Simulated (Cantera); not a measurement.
A freely propagating, adiabatic, planar premixed flame of CH4 : H2 : O2 : N2 : H2O = 1 : 0.34 : 3.19 : 12 : 0.58 (molar parts), unburnt at 425 K and 0.480 bar; mixture-averaged transport, grid criteria slope 0.08 and curve 0.16, no radiation.

Computed with Cantera and GRI-Mech 3.0 (53 species, 325 reactions). Burning velocities carry a grid error of a few per cent, more on coarse grids.

Task: Predict: laminar burning velocity; thermal thickness; peak x(C2H2); peak x(HO2).

Result: 
```json
{
 "laminar_burning_velocity": "50.3 cm/s",
 "thermal_thickness": "0.963 mm",
 "peak x(C2H2)": "5.28e-6",
 "peak x(HO2)": "0.000135"
}
```
